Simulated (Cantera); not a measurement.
Input: 1 mol Si, 0.14 mol O2, 11 mol N2, held at 2025 K and 1280 Torr.

Equilibrium computed with Cantera from the NASA thermochemical tables; the gas is ideal and each condensed phase is pure. Candidate condensed phases: Si, SiO2, Si2N2O, Si3N4; 16 gas species. Mutual solubility and eutectic melting of coexisting phases are not modelled. Rates play no part.

Base state: N2 0.998, SiO 0.00228 (mole fractions); condensed: Si2N2O(s) + Si3N4(s).

Task: What changes in the equilibrium state with this change: O2 from 0.14 to 0.97 mol?

Result: 
```json
[
 {"species": "N2", "before": "0.998", "after": "0.995"},
 {"species": "SiO", "before": "0.00228", "after": "0.00542"},
 {"species": "Si2N2O(s), mol", "before": "0.256", "after": "0"},
 {"species": "Si3N4(s), mol", "before": "0.155", "after": "0"},
 {"species": "SiO2(l), mol", "before": "0", "after": "0.940"}
]
```
The tables hold silica as quartz up to 1696 K and as liquid above; real silica turns to tridymite and cristobalite and melts near 1996 K.

Task: What changes in the equilibrium state with this change: temperature from 2025 K to 948.15 K?

Result: 
```tsv
species	before	after
N2	0.998	1.00
SiO	0.00228	<1e-9
Si2N2O(s), mol	0.256	0.280
Si3N4(s), mol	0.155	0.147
```
N2 is the only nitrogen source here; it is nearly inert below about 1500 K, so the nitride shown seldom forms there in practice.
